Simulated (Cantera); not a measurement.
Input (Python, Cantera):

```python
import numpy as np
import cantera as ct

gas = ct.Solution("gri30.yaml")
gas.TPX = 1823, 1000000, {'CH3OH': 1, 'O2': 4.17, 'N2': 15.7}
reactor = ct.IdealGasReactor(gas, energy="on", clone=False)
net = ct.ReactorNet([reactor])
net.rtol, net.atol = 1e-08, 1e-16
show = ['CH3OH', 'O2', 'C2H', 'OH', 'NO2', 'HCN']
times = np.geomspace(3e-06, 3, 12)

steps = ct.SolutionArray(gas, extra=["t"])
rows = []
print(f"{'t/s':>10s}{'T/K':>9s}{'P/Pa':>11s}" + "".join(f"{s:>11s}" for s in show))
for t in times:
    while net.time < t:
        t_next = net.step()
        steps.append(gas.state, t=t_next)
    rows.append([np.interp(t, steps.t, y) for y in (steps.T, steps.P, *steps(*show).X.T)])
    print(f"{t:10.3e}{rows[-1][0]:9.1f}{rows[-1][1]:11.4g}" + "".join(f"{x:11.3e}" for x in rows[-1][2:]))
rate = np.gradient(steps.T, steps.t)
print("integrator steps:", len(steps.t))
if steps.T.max() > steps.T[0] + 200:
    print(f"time of steepest temperature rise: {steps.t[rate.argmax()]:.4e} s")
gas.TPX = 1823, 1000000, {'CH3OH': 1, 'O2': 4.17, 'N2': 15.7}
gas.equilibrate("UV")
print(f"equilibrium (UV): T = {gas.T:.1f} K  " + "  ".join(f"{s} {gas[s].X[0]:.3e}" for s in show))
```

Output:

```
       t/s      T/K       P/Pa      CH3OH         O2        C2H         OH        NO2        HCN
 3.000e-06   1964.7  1.105e+06  1.991e-02  1.791e-01  5.250e-11  2.900e-04  3.941e-10  1.674e-09
 1.053e-05   2712.3  1.536e+06  1.356e-17  1.219e-01  1.505e-21  1.169e-02  5.868e-07  1.805e-11
 3.699e-05   2725.2  1.542e+06  9.405e-18  1.211e-01  1.203e-22  1.127e-02  2.770e-06  1.595e-11
 1.299e-04   2718.5  1.538e+06  8.937e-18  1.196e-01  1.052e-22  1.105e-02  9.782e-06  1.874e-11
 4.560e-04   2702.4  1.528e+06  7.889e-18  1.158e-01  7.616e-23  1.054e-02  2.646e-05  2.335e-11
 1.601e-03   2685.8  1.518e+06  6.917e-18  1.119e-01  5.401e-23  1.003e-02  4.333e-05  2.577e-11
 5.621e-03   2683.4  1.517e+06  6.789e-18  1.114e-01  5.143e-23  9.963e-03  4.567e-05  2.596e-11
 1.974e-02   2683.4  1.517e+06  6.789e-18  1.114e-01  5.142e-23  9.963e-03  4.567e-05  2.596e-11
 6.930e-02   2683.4  1.517e+06  6.789e-18  1.114e-01  5.142e-23  9.963e-03  4.567e-05  2.596e-11
 2.433e-01   2683.4  1.517e+06  6.789e-18  1.114e-01  5.142e-23  9.963e-03  4.567e-05  2.596e-11
 8.544e-01   2683.4  1.517e+06  6.789e-18  1.114e-01  5.142e-23  9.963e-03  4.567e-05  2.596e-11
 3.000e+00   2683.4  1.517e+06  6.789e-18  1.114e-01  5.142e-23  9.963e-03  4.567e-05  2.596e-11
integrator steps: 1520
time of steepest temperature rise: 3.8236e-06 s
equilibrium (UV): T = 2683.4 K  CH3OH 7.084e-18  O2 1.114e-01  C2H 5.660e-23  OH 9.963e-03  NO2 4.567e-05  HCN 2.596e-11
```

Computed with Cantera and GRI-Mech 3.0 (53 species, 325 reactions). GRI-Mech 3.0 was tuned for natural gas; its chemistry of methanol as a main component is partial and can be far from experiment.
